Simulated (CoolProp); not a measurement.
Oxygen along the isobar 2020 kPa: Z from the reference equation and from simpler models built on Tc = 154.6 K, pc = 5046 kPa, ω = 0.022; each cubic takes its own stable root.

The numbers come from the reference Helmholtz-energy equation of state, Schmidt 1985 in CoolProp.

```json
[
 {"T (K)": "60.3", "phase": "liquid", "reference": "0.1005"},
 {"T (K)": "70.9", "phase": "liquid", "reference": "0.08873"},
 {"T (K)": "81.5", "phase": "liquid", "reference": "0.08037"},
 {"T (K)": "92.1", "phase": "liquid", "reference": "0.07431"},
 {"T (K)": "102.8", "phase": "liquid", "reference": "0.06996"},
 {"T (K)": "113.4", "phase": "liquid", "reference": "0.06715"},
 {"T (K)": "124", "phase": "liquid", "reference": "0.06589"},
 {"T (K)": "134.6", "phase": "gas", "reference": "0.7455"},
 {"T (K)": "145.2", "phase": "gas", "reference": "0.8126"}
]
```

### Question
How far does each simpler model (Redlich-Kwong, Soave-Redlich-Kwong, Peng-Robinson) lie from the reference over these 9 states: mean and median of the absolute difference, and the worst?

### Answer
- Redlich-Kwong: mean 1.2 %, median 1.1 %, worst +3.5 % at 124 K and 2020 kPa
- Soave-Redlich-Kwong: mean 0.9 %, median 0.2 %, worst +4.0 % at 124 K and 2020 kPa
- Peng-Robinson: mean 8.6 %, median 10.7 %, worst -11.4 % at 81.5 K and 2020 kPa
